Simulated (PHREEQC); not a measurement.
1 kg of water holding 0.27 mol Na2CO3, 0.013 mol Na2SO4, 0.2 mol NaOH and 0.046 mol NaCl is evaporated at 20 °C; the solids stay in contact with the brine. CO2 from the air is kept out. Only these solids could form: Burkeite, Halite, Mirabilite, Nahcolite, Natron, Thenardite, Trona.

Computed with PHREEQC (Pitzer model, pitzer.dat).

Q: Predict ionic strength at water left (kg) = 1, 0.4563, 0.3082, 0.2533.

A: 
```tsv
water left (kg)	ionic strength
1	1.09
0.4563	2.40
0.3082	3.55
0.2533	4.32
```
